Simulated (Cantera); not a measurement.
A closed system holds: 1 mol SrCl2, 0.58 mol O2, a varied amount of N2, held at 7.35 Torr.

These are equilibrium values from Cantera (NASA tables, ideal gas, pure condensed phases), not measurements of a reactor. Candidate condensed phases: Sr, SrCl2, SrO; 16 gas species. Mutual solubility and eutectic melting of coexisting phases are not modelled. Condensed phases not in the tables: oxide chlorides. Kinetics and transport are ignored.

Stable condensed phases, one row left out:

```
T in K \ n(N2) in mol
         0.37 0.53 0.76  1.1  1.5  2.2  3.1  4.4
   2200     A    A    A    A    A    A    A    A
   2125     A    A    A    A    A    A    A    A
   2050     A    A    A    A    A    A    A    A
   1975     A    A    A    A    A    A    A    A
   1900     A    A    A    A    A    A    A    A
   1825     A    A    A    A    A    A    A    A
   1750     A    A    A    A    A    A    A    A
   1600     B    B    B    B    B    B    B    A
```

A: SrO; B: SrCl2 + SrO.

Task: Give the row for 1675 K.

Result: 0.37: SrCl2 + SrO; 0.53: SrO; 0.76: SrO; 1.1: SrO; 1.5: SrO; 2.2: SrO; 3.1: SrO; 4.4: SrO.
